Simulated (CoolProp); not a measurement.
R1233zd(E) at 429.25 K and 6.14 MPa is throttled through a valve to 1.64 MPa with no heat exchange. Each further row changes one setting.

Model: reference Helmholtz-energy equation of state, Akasaka 2022, in CoolProp.

| case | temperature change (K) | final phase | final density (kg/m³) |
|---|---|---|---|
| as stated | -34.1 | two-phase, vapour fraction 0.394 | 207 |
| outlet pressure 0.492 MPa | -87.6 | two-phase, vapour fraction 0.734 | 35.0 |
| outlet pressure 2.13 MPa | -20.3 | two-phase, vapour fraction 0.250 | 365 |
